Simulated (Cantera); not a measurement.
Charge: 1 mol SiH2Cl2, 900 mol H2, 0.42 mol C2H4, equilibrated at 1125 K and 10.0 mbar.

Equilibrium computed with Cantera from the NASA thermochemical tables; the gas is ideal and each condensed phase is pure. Candidate condensed phases: C, C6H6, C7H8, C8H18, Si, SiC; 109 gas species. Mutual solubility and eutectic melting of coexisting phases are not modelled. Kinetics and transport are ignored.

Base state: H2 0.998, HCl 0.00219, SiCl2 1.02e-5 (mole fractions); condensed: Si(s) + SiC(s).

**Question.** What changes in the equilibrium state with this change: temperature from 1125 K to 923.15 K?

**Answer.** 
```
species       before    after
-----------  -------  -------
H2             0.998    0.998
HCl          0.00219  0.00206
SiHCl3       2.00e-7  2.47e-5
SiCl4        2.53e-8  1.43e-5
SiCl2        1.02e-5  6.11e-6
Si(s), mol     0.150    0.114
SiC(s), mol    0.840    0.840
```

**Question.** What changes in the equilibrium state with this change: temperature from 1125 K to 2223 K?

**Answer.** 
| species | before | after |
|---|---|---|
| H2 | 0.998 | 0.934 |
| H | 4.44e-7 | 0.0619 |
| HCl | 0.00219 | 0.00204 |
| Si | <1e-9 | 0.000995 |
| C2H2 (acetylene) | <1e-9 | 0.000429 |
| Cl | <1e-9 | 9.83e-5 |
| Si(s), mol | 0.150 | 0 |
| SiC(s), mol | 0.840 | 0 |
